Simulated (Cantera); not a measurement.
An isothermal, constant-pressure homogeneous reactor starts with 35.7 % NH3, 64.3 % N2, at 2400 K and 0.160 bar.

Detailed kinetics in Cantera: the gas-phase N/H chemistry of the illustrative SiF4/NH3 mechanism in the Surface Chemkin manual (1991). Walls and surfaces, which speed up NH3 decomposition in real reactors, are not modelled.

x: mole fraction; the columns are a selection and need not sum to one.

| t (s) | x NH3 | x N | x NH | x H | x NH2 | x N2H2 |
|---|---|---|---|---|---|---|
| 0.000200 | 0.346 | 1.14e-6 | ? | 5.75e-5 | 0.00452 | 1.15e-5 |
| 0.000523 | 0.326 | 3.30e-6 | ? | 0.000138 | 0.00402 | 1.13e-5 |
| 0.00137 | 0.281 | 6.96e-6 | 0.000105 | 0.000298 | 0.00315 | 8.98e-6 |
| 0.00358 | 0.195 | 1.05e-5 | 0.000107 | 0.000632 | 0.00221 | 5.61e-6 |
| 0.00936 | 0.0818 | 1.25e-5 | ? | 0.00133 | 0.00115 | 2.04e-6 |
| 0.0245 | 0.00938 | 1.33e-5 | ? | 0.00330 | 0.000261 | 2.00e-7 |
| 0.0641 | 2.34e-5 | 3.85e-6 | ? | 0.0159 | 3.13e-6 | 1.11e-10 |
| 0.168 | 8.20e-7 | 5.12e-7 | ? | 0.0244 | 1.71e-7 | 1.27e-12 |
| 0.438 | 3.55e-7 | 2.27e-7 | 9.47e-8 | 0.0246 | 7.47e-8 | <1e-12 |
| 1.15 | 3.34e-7 | 2.14e-7 | 8.93e-8 | 0.0246 | 7.04e-8 | <1e-12 |
| 3.00 | 3.34e-7 | 2.14e-7 | 8.92e-8 | 0.0246 | 7.04e-8 | <1e-12 |

Some entries are withheld; supply them.


- 0.000200, x NH: 7.15e-5
- 0.000523, x NH: 9.06e-5
- 0.00936, x NH: 8.56e-5
- 0.0245, x NH: 4.25e-5
- 0.0641, x NH: 2.52e-6
- 0.168, x NH: 2.15e-7
